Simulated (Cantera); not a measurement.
A closed system holds: 1 mol Pb, 3.1 mol H2, 0.068 mol CO, held at 873.15 K.

Equilibrium computed with Cantera from the NASA thermochemical tables; the gas is ideal and each condensed phase is pure. Candidate condensed phases: C, C6H6, C7H8, C8H18, H2O, Pb, PbO, PbO2, Pb3O4; 113 gas species. The numbers say what is thermodynamically allowed, not how fast it happens.

x: gas mole fraction; n: condensed amount in mol.

```csv
P (Pa),x H2,x CH4,x H2O,x CO,x Pb,x CO2,n Pb(l)
10,0.972,1.98e-5,1.87e-5,0.0213,0.00639,___,0.980
42,0.977,8.40e-5,7.94e-5,0.0213,0.00152,___,0.995
180,0.978,0.000358,0.000339,0.0211,0.000355,___,0.999
750,0.977,0.00145,0.00137,0.0200,8.52e-5,___,1.000
3200,0.973,0.00547,0.00524,0.0160,2.00e-5,___,1.000
13000,0.964,0.0146,0.0143,0.00724,4.91e-6,___,1.000
56000,0.956,0.0215,0.0214,0.000882,1.14e-6,___,1.000
240000,0.955,0.0224,0.0224,5.25e-5,2.66e-7,___,1.000
1000000,0.955,0.0224,0.0224,3.04e-6,6.39e-8,___,1.00
```

**Question.** Complete the blanks.

**Answer.** 
- 10, x CO2: 1.10e-6
- 42, x CO2: 4.62e-6
- 180, x CO2: 1.95e-5
- 750, x CO2: 7.50e-5
- 3200, x CO2: 0.000230
- 13000, x CO2: 0.000286
- 56000, x CO2: 5.26e-5
- 240000, x CO2: 3.28e-6
- 1000000, x CO2: 1.90e-7
